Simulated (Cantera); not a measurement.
A perfectly stirred reactor is fed with 4.11 % C₂H₄, 15.8 % O₂, 59.5 % N₂, 20.5 % H₂O, at 0.990 bar; it is adiabatic with a 500 K inlet, and is followed from long to short residence time, starting on the burning branch (τ in s: 0.13, 0.06, 0.029, 0.014, 0.0064, 0.003, 0.0014, 0.00068, 0.00032, 0.00015, 7.2e-05).

Detailed kinetics in Cantera: GRI-Mech 3.0 (53 species, 325 reactions). GRI-Mech 3.0 was tuned for natural gas; its chemistry of ethylene as a main component is partial and can be far from experiment.

One state of this run: T (K) = 1892; x C₂H₄ = 9.15e-6; x O₂ = 0.0353; x H₂O = 0.284; x CH₂ = 1.20e-7; x C₂H₆ = 1.29e-11. x: mole fraction; the columns are a selection and need not sum to one.

Q: Which value of τ (s) does it belong to?
A) 0.00015
B) 0.0030
C) 0.029
D) 0.13

A: C, 0.029
